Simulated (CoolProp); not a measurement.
Vapour-liquid equilibrium of propylene (1) + cyclohexane (2) at 290.8 K; x and y are mole fractions of (1).

Model: multi-fluid Helmholtz-energy mixture model, Lemmon 2013 and Zhou 2014; pair parameters Bell 2016, in CoolProp.

```tsv
x	bubble pressure (MPa)	y at the bubble point	dew pressure at overall composition x (MPa)	liquid density (mol/L)
0.05	0.06790	0.867	0.009739	9.429
0.125	0.1508	0.942	0.01057	9.662
0.2	0.2285	0.963	0.01156	9.901
0.275	0.3017	0.974	0.01275	10.15
0.35	0.3714	0.980	0.01422	10.40
0.425	0.4381	0.984	0.01607	10.65
0.5	0.5027	0.987	0.01846	10.91
0.575	0.5660	0.989	0.02170	11.16
0.65	0.6289	0.991	0.02630	11.42
0.725	0.6923	0.993	0.03339	11.66
0.8	0.7575	0.995	0.04570	11.89
0.875	0.8263	0.997	0.07236	12.10
0.95	0.9013	0.999	0.1728	12.26
```

No azeotrope shows between x = 0.05 and 0.95.

The pair parameters rest on a limited set of measurements; away from them the model extrapolates. The gap from Raoult's law changes sign with composition, which may be real or a fault of the pair parameters; it wasn't checked against measurements.
